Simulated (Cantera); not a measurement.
A closed system holds: 1 mol SiC, 0.047 mol O2, 360 mol H2, equilibrated at 1573 K and 1500 Pa.

Equilibrium computed with Cantera from the NASA thermochemical tables; the gas is ideal and each condensed phase is pure. Candidate condensed phases: C, C6H6, C7H8, C8H18, H2O, Si, SiC, SiO2; 123 gas species. Equilibrium is a limit: real reactors are often held back by kinetics, nucleation or transport.

Base state: H2 0.999, H 0.000332, CO 0.000131, SiO 0.000130 (mole fractions); condensed: SiC(s).

**Question.** What changes in the equilibrium state with this change: pressure from 1500 Pa to 0.420 Pa?

**Answer.** 
```tsv
species	before	after
H2	0.999	0.980
H	0.000332	0.0196
Si	6.85e-7	0.000260
SiO	0.000130	2.89e-6
CO	0.000131	0.000256
SiC(s), mol	0.952	0.903
```

**Question.** What changes in the equilibrium state with this change: temperature from 1573 K to 1725 K?

**Answer.** 
| species | before | after |
|---|---|---|
| H2 | 0.999 | 0.998 |
| H | 0.000332 | 0.00152 |
| CO | 0.000131 | 0.000141 |
| Si | 6.85e-7 | 1.58e-5 |
| SiO | 0.000130 | 0.000120 |
| SiC(s), mol | 0.952 | 0.948 |
